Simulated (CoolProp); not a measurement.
500 sccm (0 °C, 1 atm) of nitrogen bubbles through liquid methanol at 278.7 K and leaves saturated at a total pressure of 0.103 MPa (ideal gas phase). Each further row changes one setting.

Values from CoolProp's reference Helmholtz-energy equation of state, de Reuck 1993.

```tsv
case	vapour pressure (kPa)	mole fraction of vapour	delivery (mg/min)	delivery (sccm)	change of delivery for a bath 1 K warmer (%)
as stated	5.71	0.0555	?	?	?
bath temperature 283.7 K	7.68	0.0746	?	?	6.5
total pressure 0.206 MPa	5.71	?	20.4	14.3	?
```

**Question.** Fill in the missing entries.

**Answer.** 
- as stated, delivery (mg/min): 42.0
- as stated, delivery (sccm): 29.4
- as stated, change of delivery for a bath 1 K warmer (%): 6.6
- bath temperature 283.7 K, delivery (mg/min): 57.6
- bath temperature 283.7 K, delivery (sccm): 40.3
- total pressure 0.206 MPa, mole fraction of vapour: 0.0277
- total pressure 0.206 MPa, change of delivery for a bath 1 K warmer (%): 6.4
